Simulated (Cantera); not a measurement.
Feed: 1 mol SiH₂Cl₂, 25 mol NH₃, equilibrated at 1598.15 K and 9.20 mbar.

Equilibrium computed with Cantera from the NASA thermochemical tables; the gas is ideal and each condensed phase is pure. Candidate condensed phases: NH₄Cl, Si, Si₃N₄; 28 gas species. Rates play no part.

Base state: H₂ 0.731, N₂ 0.231, HCl 0.0357, SiCl₂ 0.00159, H 0.000475, Cl 1.84e-5 (mole fractions); condensed: Si₃N₄(s).

Task: What changes in the equilibrium state with this change: temperature from 1598.15 K to 1550 K?

Result: 
```json
[
 {"species": "H₂", "before": "0.731", "after": "0.731"},
 {"species": "N₂", "before": "0.231", "after": "0.231"},
 {"species": "HCl", "before": "0.0357", "after": "0.0370"},
 {"species": "SiCl₂", "before": "0.00159", "after": "0.000934"},
 {"species": "H", "before": "0.000475", "after": "0.000281"},
 {"species": "Cl", "before": "1.84e-5", "after": "1.14e-5"},
 {"species": "Si₃N₄(s), mol", "before": "0.306", "after": "0.317"}
]
```

Task: What changes in the equilibrium state with this change: temperature from 1598.15 K to 2023.15 K?

Result: 
```csv
species,before,after
H₂,0.731,0.705
N₂,0.231,0.237
HCl,0.0357,0.0306
H,0.000475,0.0166
Si,2.70e-6,0.00619
Si₂,1.76e-9,6.79e-5
Si₃,<1e-9,1.44e-5
Si₂N,4.79e-8,9.16e-5
SiH,4.85e-7,0.000321
SiN,1.08e-7,7.12e-5
"Si₃N₄(s), mol",0.306,0
"Si(l), mol",0,0.435
```
The tables' values for SiCl, SiN are old estimates; treat these amounts as uncertain. Gases not in the tables: Si₂H₆ and higher silanes.
